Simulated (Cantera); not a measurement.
A closed system holds: 1 mol borazine, 2.1 mol H₂O, at 2300 K and 1000 Pa.

Equilibrium computed with Cantera from the NASA thermochemical tables; the gas is ideal and each condensed phase is pure. Candidate condensed phases: B, BN, B₂O₃, B₃O₃H₃, H₂O; 39 gas species. The feed counts by its element totals alone. The tables' values for BH₂ are old estimates; treat these amounts as uncertain. Kinetics and transport are ignored.

Q: What is the equilibrium state?

A: 
```
Item            Value
----------  ---------
x(H₂)           0.526
x(N₂)           0.177
x(BO)           0.119
x(HBO)         0.0798
x(H)           0.0702
x(B₂O₂)        0.0223
x(B₂O)        0.00337
x(BH₂)        0.00109
x(B)          0.00101
n(B(s))     0.855 mol
gas amount  8.476 mol
```
